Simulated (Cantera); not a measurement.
Feed: 1 mol Al, a varied amount of CO2, 72 mol H2, 3.2 mol NH3, at 1450 K and 3.10 mbar.

Cantera equilibrium calculation (NASA polynomials, part measured and part estimated; ideal gas, pure solids and liquids). Candidate condensed phases: Al, AlN, Al2O3, C, C6H6, C7H8, C8H18, H2O; 148 gas species. Rates play no part.

**Question.** At 8.2 mol CO2, list the 5 most abundant gas species with their mole fractions, and the condensed phases.

**Answer.** H2 0.813, CO 0.0912, H2O 0.0739, N2 0.0185, CO2 0.00348. Condensed: Al2O3(s).
